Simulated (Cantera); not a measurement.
An adiabatic, constant-pressure homogeneous reactor starts with CH4 : O2 : N2 : H2O = 1 : 2.27 : 6.82 : 0.7 (molar parts), equivalence ratio 0.88, at 1723 K and 7500 Torr. Integrator tolerance rtol = 1e-08.

Cantera simulation using GRI-Mech 3.0 (53 species, 325 reactions); the numbers are that mechanism's predictions, not measurements.

Task: What does this change do: pressure from 7500 Torr to 3750 Torr?

Result: 
```json
[
 {"quantity": "time of steepest temperature rise", "before": "25.2 µs", "after": "43.7 µs"},
 {"quantity": "temperature at 9.00 s", "before": "2961 K", "after": "2909 K"},
 {"quantity": "equilibrium temperature", "before": "2961 K", "after": "2909 K"},
 {"quantity": "x(CH4) at 9.00 s", "before": "<1e-12 (gas-phase equilibrium <1e-12)", "after": "<1e-12 (gas-phase equilibrium <1e-12)"},
 {"quantity": "x(O2) at 9.00 s", "before": "0.0314 (gas-phase equilibrium 0.0314)", "after": "0.0331 (gas-phase equilibrium 0.0331)"},
 {"quantity": "x(H2O) at 9.00 s", "before": "0.211 (gas-phase equilibrium 0.211)", "after": "0.207 (gas-phase equilibrium 0.207)"},
 {"quantity": "x(CH2CO) at 9.00 s", "before": "<1e-12 (gas-phase equilibrium <1e-12)", "after": "<1e-12 (gas-phase equilibrium <1e-12)"},
 {"quantity": "x(OH) at 9.00 s", "before": "0.0248 (gas-phase equilibrium 0.0248)", "after": "0.0263 (gas-phase equilibrium 0.0263)"},
 {"quantity": "x(HCO) at 9.00 s", "before": "1.32e-7 (gas-phase equilibrium 1.32e-7)", "after": "9.51e-8 (gas-phase equilibrium 9.51e-8)"},
 {"quantity": "x(CO2) at 9.00 s", "before": "0.0590 (gas-phase equilibrium 0.0590)", "after": "0.0562 (gas-phase equilibrium 0.0562)"}
]
```

Task: What does this change do: initial temperature 1723 to 1425 K?

Result: 
```csv
quantity,before,after
time of steepest temperature rise,25.2 µs,0.340 ms
temperature at 9.00 s,2961 K,2830 K
equilibrium temperature,2961 K,2830 K
x(CH4) at 9.00 s,<1e-12 (gas-phase equilibrium <1e-12),<1e-12 (gas-phase equilibrium <1e-12)
x(O2) at 9.00 s,0.0314 (gas-phase equilibrium 0.0314),0.0287 (gas-phase equilibrium 0.0287)
x(H2O) at 9.00 s,0.211 (gas-phase equilibrium 0.211),0.223 (gas-phase equilibrium 0.223)
x(CH2CO) at 9.00 s,<1e-12 (gas-phase equilibrium <1e-12),<1e-12 (gas-phase equilibrium <1e-12)
x(OH) at 9.00 s,0.0248 (gas-phase equilibrium 0.0248),0.0184 (gas-phase equilibrium 0.0184)
x(HCO) at 9.00 s,1.32e-7 (gas-phase equilibrium 1.32e-7),5.96e-8 (gas-phase equilibrium 5.96e-8)
x(CO2) at 9.00 s,0.0590 (gas-phase equilibrium 0.0590),0.0683 (gas-phase equilibrium 0.0683)
```
